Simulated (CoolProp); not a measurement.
Values from CoolProp's reference Helmholtz-energy equation of state, Lemmon 2016.

Problem. For R115, give the phase and the speed of sound (m/s), Joule-Thomson coefficient (K/MPa) at -28.45 °C and 46.1 bar; -26.85 °C and 3.59 bar; 195.35 °C and 5.51 bar.

Solution. 
- -28.45 °C and 46.1 bar: liquid; speed of sound 602, Joule-Thomson coefficient -0.318
- -26.85 °C and 3.59 bar: liquid; speed of sound 561, Joule-Thomson coefficient -0.278
- 195.35 °C and 5.51 bar: gas; speed of sound 161, Joule-Thomson coefficient 4.26
